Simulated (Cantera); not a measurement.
Mixture: CH4 : O2 : N2 = 1 : 1.54 : 5.78 (molar parts), equivalence ratio 1.3, at 2.96 atm, adiabatic and at constant volume. Ignition delay is the time to a rise of 400 K.

Detailed kinetics in Cantera: GRI-Mech 3.0 (53 species, 325 reactions).

### Question
What does this change do: pressure from 2.96 atm to 4.93 atm?

### Answer
```
quantity                                                before       after
--------------------------------------------------  ----------  ----------
delay at 1100 K                                        75.4 ms     42.8 ms
delay at 1200 K                                        18.2 ms     10.9 ms
delay at 1300 K                                        5.01 ms     3.12 ms
delay at 1400 K                                        1.54 ms    0.996 ms
delay at 1500 K                                       0.526 ms    0.348 ms
delay at 1600 K                                       0.200 ms    0.134 ms
apparent activation energy between 1400 and 1600 K  190 kJ/mol  190 kJ/mol
```

### Question
What does this change do: pressure from 2.96 atm to 9.87 atm?

### Answer
| quantity | before | after |
|---|---|---|
| delay at 1100 K | 75.4 ms | 19.1 ms |
| delay at 1200 K | 18.2 ms | 5.12 ms |
| delay at 1300 K | 5.01 ms | 1.56 ms |
| delay at 1400 K | 1.54 ms | 0.527 ms |
| delay at 1500 K | 0.526 ms | 0.193 ms |
| delay at 1600 K | 0.200 ms | 76.3 µs |
| apparent activation energy between 1400 and 1600 K | 190 kJ/mol | 180 kJ/mol |
